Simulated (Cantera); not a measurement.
Input: 1 mol SiCl₄, 0.088 mol HCl, 120 mol H₂, at 750 Torr.

Cantera equilibrium calculation (NASA polynomials, part measured and part estimated; ideal gas, pure solids and liquids). Candidate condensed phases: Si; 19 gas species. Gases not in the tables: Si₂H₆ and higher silanes. Kinetics and transport are ignored.

Task: What share of the Si ends up in condensed phases as a function of T (K), at 1048, 1098, 1148, 1198, 1248, 1298, 1348, 1398, 1448, 1498, 1548, 1598, 1648, 1698?

Result: 
```
T (K)  Si condensed (%)     as
-----  ----------------  -----
1048                2.5  Si(s)
1098               12.0  Si(s)
1148               22.7  Si(s)
1198               33.8  Si(s)
1248               44.0  Si(s)
1298               52.3  Si(s)
1348               58.2  Si(s)
1398               61.8  Si(s)
1448               63.6  Si(s)
1498               64.4  Si(s)
1548               64.6  Si(s)
1598               64.5  Si(s)
1648               64.1  Si(s)
1698               64.0  Si(l)
```
